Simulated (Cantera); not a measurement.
**Stirred combustor or abatement burner**

A perfectly stirred reactor is fed with CH₄ : O₂ : N₂ = 1 : 2.74 : 10.3 (molar parts), at 5.13 atm; it is adiabatic with a 300 K inlet, and is followed from long to short residence time, starting on the burning branch (τ in s: 0.054, 0.02, 0.0078, 0.0029, 0.0011, 0.00042, 0.00016, 6.1e-05, 2.3e-05, 8.7e-06).

Detailed kinetics in Cantera: GRI-Mech 3.0 (53 species, 325 reactions).

```csv
τ (s),T (K),x CH₄,x O₂,x OH,x H₂O₂,x NO,x H,x NO₂
0.054,1894,7.24e-6,0.0526,0.000829,1.29e-7,3.72e-5,4.62e-6,1.09e-7
0.020,1891,1.55e-5,0.0527,0.000996,1.68e-7,2.46e-5,8.90e-6,8.54e-8
0.0078,1887,3.01e-5,0.0528,0.00124,2.34e-7,1.98e-5,1.90e-5,8.03e-8
0.0029,1878,5.93e-5,0.0532,0.00159,3.44e-7,1.75e-5,4.47e-5,7.73e-8
0.0011,1862,0.000116,0.0539,0.00200,5.08e-7,1.55e-5,0.000104,6.78e-8
0.00042,1833,0.000239,0.0555,0.00240,7.47e-7,1.29e-5,0.000230,5.26e-8
0.00016,1776,0.000579,0.0592,0.00248,1.12e-6,8.87e-6,0.000445,3.51e-8
6.1e-5,300,0.0712,0.195,<1e-12,<1e-12,<1e-12,<1e-12,<1e-12
2.3e-5,300,0.0712,0.195,<1e-12,<1e-12,<1e-12,<1e-12,<1e-12
8.7e-6,300,0.0712,0.195,<1e-12,<1e-12,<1e-12,<1e-12,<1e-12
```
x: mole fraction; the columns are a selection and need not sum to one.
